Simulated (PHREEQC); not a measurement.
0.17 g of hydrous ferric oxide (600 m²/g; 0.2 weak and 0.005 strong sites per Fe, Dzombak-Morel constants, diffuse double layer) in 1 kg of water with 0.005 mol/kgw of an inert sodium salt and 0.00042 mol/kgw SrCl2 and 3.7e-06 mol/kgw NaF, at 25 °C; the pH is set by adding NaOH or the inert anion's acid. Oxygen alone is held at its pressure in air (log pO2 = -0.68). No CO2 enters from the air. Precipitation was switched off in this run.

The series has 13 steps of pH, from 4 to 12.

All values are PHREEQC results (ion-association model, wateq4f.dat), not measurements.

### Question
Near which pH is half of the Sr sorbed, and on which side is more sorbed?

### Answer
Near pH 11.2, with more sorbed at higher pH.

### Question
Near which pH is half of the F sorbed, and on which side is more sorbed?

### Answer
Near pH 6.0, with more sorbed at lower pH.
